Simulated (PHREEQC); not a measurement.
# Nickel, zinc or cadmium bath: an equilibrium model

Solution (25 °C): 0.18 mol ZnSO4, 0.0014 mol Na2SO4 and 0.017 mol HCl per kg of water. Closed to the air; pH follows from the charge balance.

All values are PHREEQC results (ion-association model, wateq4f.dat), not measurements.

```
Quantity                  Value
----------------  -------------
pH                         2.26
ionic strength    0.352 mol/kgw
total alkalinity   -17.0 meq/kg
```

```csv
species,molality,activity,log γ
Zn+2,0.0871,0.0241,-0.558
ZnSO4,0.0660,0.0716,0.035
SO4-2,0.0537,0.0127,-0.627
Zn(SO4)2-2,0.0258,0.00738,-0.544
Cl-,0.0160,0.0107,-0.175
HSO4-,0.00988,0.00681,-0.161
H+,0.00712,0.00553,-0.110
Na+,0.00263,0.00189,-0.144
ZnCl+,0.00103,0.000693,-0.170
NaSO4-,0.000169,0.000120,-0.147
ZnCl2,7.15e-6,7.75e-6,0.035
ZnCl3-,1.37e-7,9.28e-8,-0.170
```

No solid was allowed to form. Complexes and solids missing from the database can't appear.
